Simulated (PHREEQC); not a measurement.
PHREEQC input (ion-association model, wateq4f.dat):

```
PHASES
  Fix_H+
    H+ = H+
    -log_k 0
SOLUTION 1
  temp 25
  units mol/kgw
  pH 7 charge
  Cl 0.003
  Na 0.003
END
SELECTED_OUTPUT 1
  -reset false
  -pH true
  -pe true
  -ionic_strength true
  -water true
  -totals Ag Cl I Na
  -molalities H+ Ag+ Cl- I- Na+ O2 OH- AgCl AgCl2- AgCl3-2
    AgCl4-3 AgI AgI2- AgOH Ag(OH)2- AgI3-2 AgI4-3
  -equilibrium_phases Iodyrite Cerargyrite Ag2O
PRINT
  -reset false
USE solution 1
EQUILIBRIUM_PHASES 1
  Fix_H+ -5 HCl 10
    -force_equality true
  Iodyrite 0 0.05
  Cerargyrite 0 0
  Ag2O 0 0
  O2(g) -0.68 10
END
# ... the last block is repeated for the other 12 points of pH, with NaOH or the acid as the point needs
```

Selected output (columns that matter, 13 of 13 rows; pH added in front):

```
pH	mu	Ag	Cl	I	Na	m_H+	m_Ag+	m_Cl-	m_I-	m_Na+	m_OH-	m_AgCl	m_AgCl2-	m_AgOH
5	0.0030106	2.7108e-08	0.0030106	2.7108e-08	0.003	1.057e-05	3.5852e-09	0.0030105	2.6769e-08	0.003	1.0635e-09	1.7804e-08	5.3609e-09	3.3736e-16
5.58	0.0030028	2.707e-08	0.0030028	2.707e-08	0.003	2.78e-06	3.5896e-09	0.0030027	2.6731e-08	0.003	4.0431e-09	1.7782e-08	5.3407e-09	1.2843e-15
6.17	0.0030007	2.706e-08	0.0030007	2.706e-08	0.003	7.1457e-07	3.5908e-09	0.0030007	2.6722e-08	0.003	1.5729e-08	1.7777e-08	5.3353e-09	4.9983e-15
6.75	0.0030002	2.7058e-08	0.0030001	2.7058e-08	0.003	1.8795e-07	3.5912e-09	0.0030001	2.6719e-08	0.003	5.98e-08	1.7775e-08	5.3338e-09	1.9005e-14
7.33	0.0030002	2.7057e-08	0.003	2.7057e-08	0.0030002	4.9436e-08	3.5912e-09	0.003	2.6718e-08	0.0030002	2.2735e-07	1.7775e-08	5.3334e-09	7.2256e-14
7.92	0.0030009	2.7057e-08	0.003	2.7057e-08	0.0030009	1.2707e-08	3.5913e-09	0.003	2.6718e-08	0.0030009	8.8452e-07	1.7775e-08	5.3334e-09	2.8111e-13
8.5	0.0030034	2.7058e-08	0.003	2.7058e-08	0.0030034	3.3424e-09	3.5914e-09	0.003	2.6719e-08	0.0030034	3.3629e-06	1.7774e-08	5.3333e-09	1.0687e-12
9.08	0.0030128	2.7059e-08	0.003	2.7059e-08	0.0030128	8.792e-10	3.5918e-09	0.003	2.6721e-08	0.0030128	1.2787e-05	1.7773e-08	5.3329e-09	4.0633e-12
9.67	0.0030498	2.7066e-08	0.003	2.7066e-08	0.0030498	2.2605e-10	3.5933e-09	0.003	2.6728e-08	0.0030498	4.9763e-05	1.7768e-08	5.3315e-09	1.5809e-11
10.25	0.0031894	2.7093e-08	0.003	2.7093e-08	0.0031894	5.9523e-11	3.5988e-09	0.003	2.6754e-08	0.0031894	0.00018944	1.7749e-08	5.3259e-09	6.0119e-11
10.83	0.0037236	2.7199e-08	0.003	2.7199e-08	0.0037236	1.5717e-11	3.6175e-09	0.003	2.6861e-08	0.0037236	0.00072359	1.7675e-08	5.3038e-09	2.2867e-10
11.42	0.0058593	2.7699e-08	0.003	2.7699e-08	0.0058593	4.0911e-12	3.6611e-09	0.003	2.736e-08	0.0058593	0.0028593	1.7337e-08	5.2031e-09	8.8628e-10
12	0.014322	3.079e-08	0.003	3.079e-08	0.014322	1.1094e-12	3.5566e-09	0.003	3.0452e-08	0.014322	0.011322	1.5522e-08	4.66e-09	3.141e-09
```
